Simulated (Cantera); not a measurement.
## Thermodynamics of silicon epitaxy and polysilicon growth, feed SiH4 + H2

Feed: 1 mol SiH4, 34 mol H2, equilibrated at 45000 Pa.

Cantera equilibrium calculation (NASA polynomials, part measured and part estimated; ideal gas, pure solids and liquids). Candidate condensed phases: Si; 9 gas species. Gases not in the tables: Si2H6 and higher silanes. Rates play no part.

From 1198 K to 1648 K the condensed part is Si(s). At 1698 K the condensed part is Si(l). The main Si-bearing gas is SiH4 at 1198 K and SiH2 at 1698 K.

```csv
T (K),x H2,x H,x SiH2,x SiH,x Si,x SiH4,n Si(s),n Si(l)
1198,1.000,2.83e-7,1.14e-8,2.92e-11,2.86e-12,2.91e-7,1.000,0
1248,1.000,6.96e-7,3.02e-8,1.29e-10,1.72e-11,3.19e-7,1.000,0
1298,1.000,1.60e-6,7.39e-8,5.08e-10,9.03e-11,3.47e-7,1.000,0
1348,1.000,3.45e-6,1.69e-7,1.81e-9,4.18e-10,3.75e-7,1.000,0
1398,1.000,7.05e-6,3.66e-7,5.85e-9,1.73e-9,4.04e-7,1.000,0
1448,1.000,1.37e-5,7.48e-7,1.75e-8,6.50e-9,4.32e-7,1.000,0
1498,1.000,2.56e-5,1.46e-6,4.84e-8,2.23e-8,4.61e-7,1.000,0
1548,1.000,4.59e-5,2.73e-6,1.25e-7,7.06e-8,4.89e-7,1.000,0
1598,1.000,7.93e-5,4.89e-6,3.06e-7,2.08e-7,5.17e-7,1.000,0
1648,1.000,0.000133,8.47e-6,7.06e-7,5.72e-7,5.46e-7,1.000,0
1698,1.000,0.000216,1.40e-5,1.52e-6,1.46e-6,5.64e-7,0,0.999
```
x: gas mole fraction; n: condensed amount in mol.
